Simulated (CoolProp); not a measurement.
A single-stage vapour-compression cycle with isobutene: evaporating at 310.15 K (dew point), condensing at 352.15 K (bubble point), superheat 5 K, subcooling 5 K, compressor efficiency 0.75, no pressure losses. Each further row changes one setting.

The numbers come from the reference Helmholtz-energy equation of state, Lemmon 2005 in CoolProp. It is a short technical equation, of lower accuracy than the large ones.

```json
[
 {"case": "as stated", "cooling COP": "4.57", "pressure ratio": "2.77", "discharge temperature (K)": "359.3", "refrigerating effect (kJ/kg)": "259", "volumetric capacity (kJ/m³)": "2680"},
 {"case": "evaporating temperature 315.15 K", "cooling COP": "?", "pressure ratio": "2.42", "discharge temperature (K)": "358.8", "refrigerating effect (kJ/kg)": "?", "volumetric capacity (kJ/m³)": "?"},
 {"case": "condensing temperature 347.15 K", "cooling COP": "?", "pressure ratio": "2.49", "discharge temperature (K)": "?", "refrigerating effect (kJ/kg)": "272", "volumetric capacity (kJ/m³)": "2820"},
 {"case": "subcooling 10 K", "cooling COP": "4.81", "pressure ratio": "2.77", "discharge temperature (K)": "359.3", "refrigerating effect (kJ/kg)": "272", "volumetric capacity (kJ/m³)": "2820"},
 {"case": "superheat 15 K", "cooling COP": "4.66", "pressure ratio": "2.77", "discharge temperature (K)": "368.9", "refrigerating effect (kJ/kg)": "277", "volumetric capacity (kJ/m³)": "2740"},
 {"case": "compressor efficiency 0.65", "cooling COP": "3.96", "pressure ratio": "2.77", "discharge temperature (K)": "363.2", "refrigerating effect (kJ/kg)": "259", "volumetric capacity (kJ/m³)": "2680"}
]
```

Q: Fill in the missing entries.

A: 
- evaporating temperature 315.15 K, cooling COP: 5.40
- evaporating temperature 315.15 K, refrigerating effect (kJ/kg): 265
- evaporating temperature 315.15 K, volumetric capacity (kJ/m³): 3130
- condensing temperature 347.15 K, cooling COP: 5.37
- condensing temperature 347.15 K, discharge temperature (K): 354.3
